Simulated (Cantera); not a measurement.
Input (Python, Cantera):

```python
import numpy as np
import cantera as ct

gas = ct.Solution("gri30.yaml")
gas.TPX = 1075, 240000, {'CH4': 1, 'O2': 4.17, 'N2': 15.7, 'H2O': 1.3}
reactor = ct.IdealGasReactor(gas, energy="on", clone=False)
net = ct.ReactorNet([reactor])
net.rtol, net.atol = 1e-08, 1e-16
show = ['CH4', 'O2', 'H2O', 'NO', 'C2H2', 'CH2CO', 'C2H']
times = np.geomspace(2e-06, 2, 13)

steps = ct.SolutionArray(gas, extra=["t"])
rows = []
print(f"{'t/s':>10s}{'T/K':>9s}{'P/Pa':>11s}" + "".join(f"{s:>11s}" for s in show))
for t in times:
    while net.time < t:
        t_next = net.step()
        steps.append(gas.state, t=t_next)
    rows.append([np.interp(t, steps.t, y) for y in (steps.T, steps.P, *steps(*show).X.T)])
    print(f"{t:10.3e}{rows[-1][0]:9.1f}{rows[-1][1]:11.4g}" + "".join(f"{x:11.3e}" for x in rows[-1][2:]))
rate = np.gradient(steps.T, steps.t)
print("integrator steps:", len(steps.t))
if steps.T.max() > steps.T[0] + 200:
    print(f"time of steepest temperature rise: {steps.t[rate.argmax()]:.4e} s")
gas.TPX = 1075, 240000, {'CH4': 1, 'O2': 4.17, 'N2': 15.7, 'H2O': 1.3}
gas.equilibrate("UV")
print(f"equilibrium (UV): T = {gas.T:.1f} K  " + "  ".join(f"{s} {gas[s].X[0]:.3e}" for s in show))
```

Output:

```
       t/s      T/K       P/Pa        CH4         O2        H2O         NO       C2H2      CH2CO        C2H
 2.000e-06   1075.0    2.4e+05  4.511e-02  1.881e-01  5.864e-02  3.814e-26  1.092e-30  7.951e-33  5.317e-45
 6.325e-06   1075.0    2.4e+05  4.511e-02  1.881e-01  5.864e-02  4.788e-25  2.438e-28  9.058e-30  2.298e-42
 2.000e-05   1075.0    2.4e+05  4.511e-02  1.881e-01  5.864e-02  4.584e-24  3.824e-26  6.417e-27  9.101e-40
 6.325e-05   1075.0    2.4e+05  4.511e-02  1.881e-01  5.864e-02  4.424e-23  4.366e-24  2.560e-24  3.019e-37
 2.000e-04   1075.0    2.4e+05  4.511e-02  1.881e-01  5.864e-02  4.462e-22  5.130e-22  9.294e-22  1.148e-34
 6.325e-04   1075.0    2.4e+05  4.511e-02  1.881e-01  5.864e-02  4.866e-21  7.841e-20  3.849e-19  6.478e-32
 2.000e-03   1075.0    2.4e+05  4.511e-02  1.881e-01  5.864e-02  6.678e-20  2.679e-17  2.707e-16  1.060e-28
 6.325e-03   1075.0    2.4e+05  4.510e-02  1.881e-01  5.864e-02  1.352e-18  2.410e-14  3.260e-13  4.484e-25
 2.000e-02   1075.3  2.401e+05  4.506e-02  1.881e-01  5.867e-02  1.536e-17  3.243e-12  4.669e-11  1.203e-22
 6.325e-02   1079.2  2.409e+05  4.459e-02  1.877e-01  5.910e-02  5.384e-16  9.427e-10  1.565e-08  2.507e-19
 2.000e-01   2229.3  4.985e+05  1.726e-20  9.360e-02  1.464e-01  6.721e-03  4.641e-26  2.999e-23  3.148e-28
 6.325e-01   2225.0  4.975e+05  1.610e-20  9.277e-02  1.465e-01  8.413e-03  4.092e-26  2.707e-23  2.721e-28
 2.000e+00   2225.0  4.975e+05  1.610e-20  9.276e-02  1.465e-01  8.415e-03  4.091e-26  2.706e-23  2.721e-28
integrator steps: 2231
time of steepest temperature rise: 8.8777e-02 s
equilibrium (UV): T = 2225.0 K  CH4 2.481e-20  O2 9.276e-02  H2O 1.465e-01  NO 8.415e-03  C2H2 4.901e-26  CH2CO 3.793e-23  C2H 3.122e-28
```

Model: GRI-Mech 3.0 (53 species, 325 reactions), integrated in Cantera.
